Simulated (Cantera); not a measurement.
Input: 1 mol c-C4F8, 0.13 mol F2, 0.071 mol H2, 0.11 mol CH4, held at 3448.15 K.

These are equilibrium values from Cantera (NASA tables, ideal gas, pure condensed phases), not measurements of a reactor. Candidate condensed phases: C, C6H6, C7H8, C8H18; 95 gas species. The feed counts by its element totals alone. Gases not in the tables: C2F6 and larger saturated fluorocarbons. Kinetics and transport are ignored.

x: gas mole fraction; n: condensed amount in mol.

| P (Pa) | x F | x C | x CF2 | x CF | x HF | x C3 | x H | x C2 | n C(graphite) |
|---|---|---|---|---|---|---|---|---|---|
| 1 | 0.638 | 0.316 | 5.48e-9 | 0.000252 | 8.30e-5 | 7.06e-6 | 0.0449 | 0.000509 | 0 |
| 3.60 | 0.639 | 0.314 | 7.06e-8 | 0.000901 | 0.000298 | 8.91e-5 | 0.0448 | 0.00180 | 0 |
| 13 | 0.641 | 0.303 | 8.97e-7 | 0.00316 | 0.00107 | 0.00105 | 0.0444 | 0.00607 | 0 |
| 46 | 0.654 | 0.264 | 1.02e-5 | 0.00992 | 0.00377 | 0.00866 | 0.0433 | 0.0163 | 0 |
| 170 | 0.686 | … | … | … | … | … | … | 0.0267 | 0 |
| 600 | 0.709 | 0.0931 | 0.000718 | 0.0495 | 0.0307 | 0.0649 | 0.0249 | 0.0265 | 0 |
| 2200 | 0.708 | 0.0423 | 0.00437 | 0.0824 | 0.0488 | 0.0819 | 0.0108 | 0.0201 | 0 |
| 7700 | 0.678 | … | … | … | … | 0.0824 | … | … | 0 |
| 28000 | 0.598 | 0.00735 | 0.0878 | 0.154 | 0.0688 | 0.0693 | 0.00142 | 0.00769 | 0 |
| 100000 | 0.518 | 0.00206 | 0.235 | 0.133 | 0.0851 | 0.0194 | 0.000567 | 0.00216 | 1.10 |

Question: What belongs in the gaps?

Answer: 
- 7700, x C: 0.0184
- 7700, x CF2: 0.0214
- 7700, x CF: 0.120
- 7700, x HF: 0.0594
- 7700, x H: 0.00393
- 7700, x C2: 0.0133
- 170, x C: 0.176
- 170, x CF2: 0.000102
- 170, x CF: 0.0256
- 170, x HF: 0.0129
- 170, x C3: 0.0350
- 170, x H: 0.0381
